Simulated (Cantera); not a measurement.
Charge: 1 mol CH₃SiCl₃, 2.2 mol HCl, a varied amount of H₂, at 1073 K and 0.590 bar.

These are equilibrium values from Cantera (NASA tables, ideal gas, pure condensed phases), not measurements of a reactor. Candidate condensed phases: C, C₆H₆, C₇H₈, C₈H₁₈, Si, SiC; 109 gas species. The feed counts by its element totals alone. Rates play no part.

Q: What share of the Si ends up in condensed phases as a function of n(H₂) (mol), at 220, 470, 710, 960, 1200, 1400, 1700, 1900?

A: 
| n(H₂) (mol) | Si condensed (%) | as |
|---|---|---|
| 220 | 75.0 | SiC(s) |
| 470 | 83.2 | SiC(s) |
| 710 | 86.3 | SiC(s) |
| 960 | 88.0 | SiC(s) |
| 1200 | 89.1 | SiC(s) |
| 1400 | 89.7 | SiC(s) |
| 1700 | 90.3 | SiC(s) |
| 1900 | 90.7 | SiC(s) |
